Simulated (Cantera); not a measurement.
What does this Cantera script print?

```python
import numpy as np
import cantera as ct

gas = ct.Solution("gri30.yaml")
gas.TPX = 1575, 7900, {'CH4': 0.046, 'H2': 1, 'N2': 0.009}
reactor = ct.IdealGasConstPressureReactor(gas, energy="off", clone=False)
net = ct.ReactorNet([reactor])
net.rtol, net.atol = 1e-08, 1e-18
show = ['CH4', 'H2', 'CH3', 'HCN', 'C2H6']
times = np.geomspace(7e-06, 2, 13)

steps = ct.SolutionArray(gas, extra=["t"])
rows = []
print(f"{'t/s':>10s}{'T/K':>9s}{'P/Pa':>11s}" + "".join(f"{s:>11s}" for s in show))
for t in times:
    while net.time < t:
        t_next = net.step()
        steps.append(gas.state, t=t_next)
    rows.append([np.interp(t, steps.t, y) for y in (steps.T, steps.P, *steps(*show).X.T)])
    print(f"{t:10.3e}{rows[-1][0]:9.1f}{rows[-1][1]:11.4g}" + "".join(f"{x:11.3e}" for x in rows[-1][2:]))
rate = np.gradient(steps.T, steps.t)
print("integrator steps:", len(steps.t))
if steps.T.max() > steps.T[0] + 200:
    print(f"time of steepest temperature rise: {steps.t[rate.argmax()]:.4e} s")
gas.TPX = 1575, 7900, {'CH4': 0.046, 'H2': 1, 'N2': 0.009}
gas.equilibrate("TP")
print(f"equilibrium (TP): T = {gas.T:.1f} K  " + "  ".join(f"{s} {gas[s].X[0]:.3e}" for s in show))
```

Output:

```
       t/s      T/K       P/Pa        CH4         H2        CH3        HCN       C2H6
 7.000e-06   1575.0       7900  4.360e-02  9.479e-01  5.964e-08  3.049e-22  3.048e-15
 1.994e-05   1575.0       7900  4.360e-02  9.479e-01  1.682e-07  2.469e-21  7.137e-14
 5.681e-05   1575.0       7900  4.360e-02  9.479e-01  4.761e-07  2.004e-20  1.676e-12
 1.618e-04   1575.0       7900  4.360e-02  9.479e-01  1.353e-06  1.686e-19  3.835e-11
 4.610e-04   1575.0       7900  4.360e-02  9.479e-01  3.850e-06  1.829e-18  8.447e-10
 1.313e-03   1575.0       7900  4.359e-02  9.479e-01  1.093e-05  4.577e-17  1.673e-08
 3.742e-03   1575.0       7900  4.357e-02  9.478e-01  3.046e-05  2.347e-15  2.448e-07
 1.066e-02   1575.0       7900  4.350e-02  9.478e-01  7.522e-05  1.162e-13  1.703e-06
 3.037e-02   1575.0       7900  4.329e-02  9.479e-01  1.132e-04  2.038e-12  3.480e-06
 8.651e-02   1575.0       7900  4.266e-02  9.482e-01  1.141e-04  9.854e-12  3.511e-06
 2.464e-01   1575.0       7900  4.095e-02  9.491e-01  1.101e-04  3.182e-11  3.257e-06
 7.021e-01   1575.0       7900  3.671e-02  9.513e-01  9.982e-05  9.098e-11  2.665e-06
 2.000e+00   1575.0       7900  2.813e-02  9.559e-01  7.850e-05  2.369e-10  1.633e-06
integrator steps: 403
equilibrium (TP): T = 1575.0 K  CH4 3.779e-03  H2 9.688e-01  CH3 1.160e-05  HCN 5.072e-03  C2H6 6.629e-08
```

Cantera simulation using GRI-Mech 3.0 (53 species, 325 reactions); the numbers are that mechanism's predictions, not measurements. GRI-Mech 3.0 stops at C3 and has no aromatics, soot or wall deposition, so with more carbon than oxygen in the feed, carbon stays in small species such as C2H2 where larger ones or solid carbon would form.
